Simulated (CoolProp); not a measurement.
The numbers come from the reference Helmholtz-energy equation of state, Lemmon and Jacobsen 2000 in CoolProp.

Give the vapour pressure (MPa), vapour density (kg/m³), enthalpy of vaporisation (kJ/kg), liquid cp (kJ/(kg K)) of saturated R143a at 180.8, 264.6, 281.3 K.


```
T (K)  p (MPa)  vapour density (kg/m³)  enthalpy of vaporisation (kJ/kg)  liquid cp (kJ/(kg K))
-----  -------  ----------------------  --------------------------------  ---------------------
180.8  0.00632                   0.357                               255                   1.23
264.6    0.471                    20.7                               196                   1.45
281.3    0.792                    35.1                               179                   1.54
```
